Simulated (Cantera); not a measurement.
Source: NASA polynomial tables (part measured, part estimated), evaluated in Cantera. Values are per mole of reaction as written; species without (g) are pure solids or liquids, kept so even where they would boil at 1 bar.

Between 300 and 1450 K, where is each reaction favourable under standard conditions?
- 4 Cu(OH)2 → 6 OH(g) + H2(g) + 2 Cu2O


- 4 Cu(OH)2 → 6 OH(g) + H2(g) + 2 Cu2O: ΔG° is 1401 kJ at 300 K and 351 kJ at 1450 K; it stays positive (K < 1). ΔH° is 1599 kJ and ΔS° 861 J/K at 1450 K.
